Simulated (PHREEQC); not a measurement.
A solution holds 24 mmol/kgw CaCl2 and 2.1 mmol/kgw CO2, at 18 °C. Closed to the air; pH follows from the charge balance.

The numbers come from PHREEQC with the ion-association model, phreeqc.dat.

Precipitation was switched off in this run.

### Question
What pH, density does the model give?

### Answer
pH 4.50; density 1.001 g/cm³.

### Question
In which forms is C present?

### Answer
CO2 98 %, HCO3- 1.6 % of the C.
